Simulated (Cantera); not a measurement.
**Stirred combustor or abatement burner**

A perfectly stirred reactor is fed with 6.21 % C₂H₆, 16.7 % O₂, 62.7 % N₂, 8.70 % H₂O, 5.65 % H₂, equivalence ratio 1.5, at 1.01 bar; it is adiabatic with a 450 K inlet, and is followed from long to short residence time, starting on the burning branch (τ in s: 0.45, 0.22, 0.11, 0.052, 0.025, 0.012, 0.0061, 0.003, 0.0015, 0.00071, 0.00035, 0.00017, 8.3e-05).

Detailed kinetics in Cantera: GRI-Mech 3.0 (53 species, 325 reactions).

```csv
τ (s),T (K),x C₂H₆,x O₂,x H₂O,x CH₂O,x CH₄
0.45,1987,2.70e-7,3.19e-5,0.228,5.85e-7,6.47e-5
0.22,1985,5.05e-7,5.25e-5,0.228,9.38e-7,7.95e-5
0.11,1982,9.05e-7,8.37e-5,0.228,1.44e-6,9.11e-5
0.052,1979,1.66e-6,0.000137,0.228,2.26e-6,0.000102
0.025,1974,2.98e-6,0.000223,0.228,3.56e-6,0.000117
0.012,1968,5.39e-6,0.000371,0.228,5.76e-6,0.000143
0.0061,1961,9.50e-6,0.000608,0.227,9.25e-6,0.000185
0.0030,1952,1.77e-5,0.00105,0.227,1.57e-5,0.000265
0.0015,1939,3.40e-5,0.00187,0.227,2.71e-5,0.000402
0.00071,1916,7.36e-5,0.00369,0.228,5.08e-5,0.000678
0.00035,1868,0.000183,0.00802,0.227,0.000100,0.00131
0.00017,450,0.0621,0.167,0.0870,<1e-12,<1e-12
8.3e-5,450,0.0621,0.167,0.0870,<1e-12,<1e-12
```
x: mole fraction; the columns are a selection and need not sum to one.
